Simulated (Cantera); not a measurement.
A freely propagating, adiabatic, planar premixed flame of CH4 : C2H6 : C3H8 : O2 : N2 = 1 : 0.48 : 0.63 : 7.76 : 29.2 (molar parts), unburnt at 475 K and 3.70 bar; multicomponent transport, grid criteria slope 0.08 and curve 0.16, no radiation.

Model: GRI-Mech 3.0 (53 species, 325 reactions), integrated in Cantera. GRI-Mech 3.0 was tuned for natural gas; its chemistry of propane as a main component is partial and can be far from experiment. Burning velocities carry a grid error of a few per cent, more on coarse grids.

x: mole fraction of selected species; z is measured from the peak of heat release.

```
z (mm)   T (K)  u (m/s)     x CH4   x C2H6   x C3H8    x HCO      x H2     x NO
-------  -----  -------  --------  -------  -------  -------  --------  -------
-0.372     475    0.586    0.0256   0.0123   0.0161    <1e-8  0.000546    <1e-8
-0.248     478    0.590    0.0255   0.0123   0.0161    <1e-8   0.00161    <1e-8
-0.186     486    0.601    0.0253   0.0122   0.0161    <1e-8   0.00282    <1e-8
-0.124     544    0.677    0.0243   0.0120   0.0159    <1e-8   0.00520  6.85e-8
-0.0620    910     1.15    0.0185  0.00896   0.0123  1.59e-7   0.00903  1.31e-6
-0.0310   1309     1.68    0.0118  0.00428  0.00502  7.10e-6    0.0110  3.97e-6
0          ___     2.23       ___      ___      ___      ___    0.0107      ___
0.0310    1899     2.46  0.000266  5.88e-7  5.73e-8  8.73e-6   0.00737  1.38e-5
0.0620    1976     2.55   9.81e-6    <1e-8    <1e-8  4.87e-7   0.00578  1.83e-5
0.124     2067     2.65   1.79e-8    <1e-8    <1e-8  3.62e-8   0.00482  2.46e-5
0.248     2156     2.75     <1e-8    <1e-8    <1e-8      ___       ___      ___
0.496     2222     2.82     <1e-8    <1e-8    <1e-8    <1e-8   0.00206  4.64e-5
0.992     2258     2.86     <1e-8    <1e-8    <1e-8    <1e-8   0.00125  6.31e-5
```

### Question
Complete the blanks.

### Answer

- 0, T (K): 1714
- 0, x CH4: 0.00358
- 0, x C2H6: 0.000291
- 0, x C3H8: 0.000154
- 0, x HCO: 3.74e-5
- 0, x NO: 8.18e-6
- 0.248, x HCO: 1.09e-8
- 0.248, x H2: 0.00344
- 0.248, x NO: 3.37e-5
